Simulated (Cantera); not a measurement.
A perfectly stirred reactor is fed with CH3OH : O2 : N2 = 0.0031 : 0.037 : 1 (molar parts), equivalence ratio 0.13, at 10.9 atm; it is held at 1000 K, and followed from long to short residence time.

Cantera simulation using GRI-Mech 3.0 (53 species, 325 reactions); the numbers are that mechanism's predictions, not measurements. GRI-Mech 3.0 was tuned for natural gas; its chemistry of methanol as a main component is partial and can be far from experiment.

One state of this run: x CH3OH = 6.23e-5; x O2 = 0.0315; x CO = 0.000753; x HCN = <1e-12; x H = 3.91e-10. x: mole fraction; the columns are a selection and need not sum to one.

Problem. Which value of τ (s) does it belong to?
(A) 0.67
(B) 0.043
(C) 2.7
(D) 0.17

Solution. C, 2.7
